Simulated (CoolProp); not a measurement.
Vapour-liquid equilibrium of R113 (1) + acetone (2) at 0.0508 bar; x and y are mole fractions of (1).

Values from CoolProp's multi-fluid Helmholtz-energy mixture model, Marx 1992 and Lemmon 2006; pair parameters Bell 2016.

| x | bubble temperature, mixture model (°C) | bubble temperature, Raoult's law (°C) | y, mixture model | y, Raoult's law |
|---|---|---|---|---|
| 0.05 | -14.3 | -11.5 | 0.221 | 0.082 |
| 0.15 | -18.3 | -12.6 | 0.440 | 0.233 |
| 0.25 | -20.3 | -13.7 | 0.542 | 0.365 |
| 0.35 | -21.4 | -14.7 | 0.599 | 0.483 |
| 0.45 | -21.9 | -15.7 | 0.636 | 0.588 |
| 0.55 | -22.3 | -16.7 | 0.665 | 0.682 |
| 0.65 | -22.4 | -17.6 | 0.694 | 0.766 |
| 0.75 | -22.5 | -18.4 | 0.732 | 0.841 |
| 0.85 | -22.2 | -19.2 | 0.792 | 0.910 |
| 0.95 | -21.3 | -20.0 | 0.903 | 0.971 |

The largest gap from Raoult's law is -6.7 K in bubble temperature, at x = 0.35. y crosses x between x = 0.65 and 0.75: the model has an azeotrope there.

Pair parameters are fitted to limited data, so mixtures are less certain than the pure fluids.
